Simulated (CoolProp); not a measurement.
A closed Brayton cycle with dry air: compressor inlet 318.15 K and 2.1 MPa, high pressure 6.41 MPa, turbine inlet 825 K, compressor efficiency 0.8, turbine efficiency 0.9, recuperator effectiveness 0.95 (on enthalpy, no pinch check). Each further row changes one setting.

Values from CoolProp's reference Helmholtz-energy equation of state, Lemmon 2000. It is a pseudo-pure fit of the blend.

```tsv
case	thermal efficiency (%)	net work (kJ/kg)	compressor to turbine work	compressor exit (K)	turbine exit (K)
as stated	…	57.5	0.72	467.3	634.2
turbine inlet 775 K	…	…	0.77	467.3	…
compressor inlet 328.15 K	24.0	52.6	…	…	634.2
high pressure 5.45 MPa	28.6	56.0	0.69	…	659.1
recuperator effectiveness 0.5	…	57.5	0.72	467.3	634.2
```

Q: Complete the blanks.

A: 
- as stated, thermal efficiency (%): 26.1
- turbine inlet 775 K, thermal efficiency (%): 21.8
- turbine inlet 775 K, net work (kJ/kg): 44.6
- turbine inlet 775 K, turbine exit (K): 594.2
- compressor inlet 328.15 K, compressor to turbine work: 0.75
- compressor inlet 328.15 K, compressor exit (K): 481.7
- high pressure 5.45 MPa, compressor exit (K): 442.7
- recuperator effectiveness 0.5, thermal efficiency (%): 19.2
